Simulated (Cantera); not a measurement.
A perfectly stirred reactor is fed with CH4 : N2 = 1 : 3 (molar parts), at 0.00296 atm; it is held at 1475 K, and followed from long to short residence time.

Computed with Cantera and GRI-Mech 3.0 (53 species, 325 reactions). GRI-Mech 3.0 stops at C3 and has no aromatics, soot or wall deposition, so with more carbon than oxygen in the feed, carbon stays in small species such as C2H2 where larger ones or solid carbon would form. Radical loss at walls, strong at low pressure, is not modelled.

### Question
Predict: x(CH4) at τ = 7.90 s; x(H) at τ = 7.90 s; x(HCN) at τ = 7.90 s; x(H2) at τ = 7.90 s; x(CH2) at τ = 7.90 s; x(CH4) at τ = 0.190 s; x(H) at τ = 0.190 s; x(H2) at τ = 0.190 s; x(CH2) at τ = 0.190 s.

### Answer
| Quantity | Value |
|---|---|
| x(CH4) at τ = 7.90 s | 0.185 |
| x(H) at τ = 7.90 s | 1.28e-5 |
| x(HCN) at τ = 7.90 s | 6.04e-9 |
| x(H2) at τ = 7.90 s | 0.0758 |
| x(CH2) at τ = 7.90 s | 6.72e-8 |
| x(CH4) at τ = 0.190 s | 0.250 |
| x(H) at τ = 0.190 s | 2.59e-8 |
| x(H2) at τ = 0.190 s | 6.47e-5 |
| x(CH2) at τ = 0.190 s | 1.03e-9 |
